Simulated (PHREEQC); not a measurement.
Acid rinse or clean: an equilibrium model

A solution holds 0.036 mol/kgw H2SO4, 0.005 mol/kgw CaCl2 and 0.022 mol/kgw KCl, at 2.9 °C. Closed to the air; pH follows from the charge balance.

Model: ion-association model, phreeqc.dat, run in PHREEQC.

Each row changes one thing in this solution. No solid was allowed to form.

```csv
case,pH,ionic strength (mol/kgw),HSO4- (mol/kgw),SO4-2 (mol/kgw),Ca+2 (mol/kgw),CaSO4 (mol/kgw),SI of Gypsum (CaSO4:2H2O)
as made,1.36,0.0991,0.0194,0.0146,0.00351,0.00115,-0.49
0.027 mol/kgw KF added,1.58,0.108,0.0145,0.0184,0.00342,0.00135,-0.43
H2SO4 from 0.036 to 0.0072 mol/kgw,1.97,0.0519,0.00175,0.00455,0.00431,0.000646,-0.75
CaCl2 from 0.005 to 0.0025 mol/kgw,1.36,0.0935,0.0199,0.0148,0.00173,0.000598,-0.78
H2SO4 from 0.036 to 0.072 mol/kgw,1.11,0.149,0.0474,0.0220,0.00315,0.00120,-0.47
KCl left out,1.36,0.0762,0.0202,0.0142,0.00337,0.00127,-0.45
diluted 2-fold with water,1.62,0.0537,0.00788,0.00927,0.00186,0.000557,-0.81
```

Species that the database lacks are ignored. Some of these states are supersaturated (in Fluorite, for instance). At this temperature some constants are extrapolated from 25 °C, and those without enthalpy data are left unchanged.
